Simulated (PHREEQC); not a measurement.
Make-up at 21 °C: 0.11 mol LiCl, 0.00054 mol Na2SO4 and 0.026 mol MgCl2 per kg of water. Closed to the air; pH follows from the charge balance.

Computed with PHREEQC (ion-association model, wateq4f.dat).

No solid was allowed to form.

### Question
Order these S species by the share of S that they hold, largest first: LiSO4-, SO4-2, MgSO4.

### Answer
SO4-2 (59 %), MgSO4 (32 %), LiSO4- (8.7 %)

The ionic strength is 0.189 mol/kgw.
